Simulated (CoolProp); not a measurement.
The fluid at 298.15 K and 1.65 MPa is compressed adiabatically to 12.7 MPa with isentropic efficiency 0.85. The same conditions are run with several fluids, on thermodynamics alone (safety and materials aside).

Computed with CoolProp (reference Helmholtz-energy equation of state of each fluid (sulfur hexafluoride: Guder 2009; R13: Platzer 1990; dry air: Lemmon 2000)). The equations of Platzer and Polt are older, rougher fits. Blends and air are pseudo-pure fits.

| fluid | work (kJ/kg) | final temperature (K) | final density (kg/m³) |
|---|---|---|---|
| sulfur hexafluoride | 28.7 | [?] | [?] |
| R13 | 49.8 | [?] | [?] |
| dry air | 285 | 574.4 | 73.2 |

Problem. Complete the blanks.

Solution. 
- sulfur hexafluoride, final temperature (K): 392.1
- sulfur hexafluoride, final density (kg/m³): 911
- R13, final temperature (K): 418.4
- R13, final density (kg/m³): 508
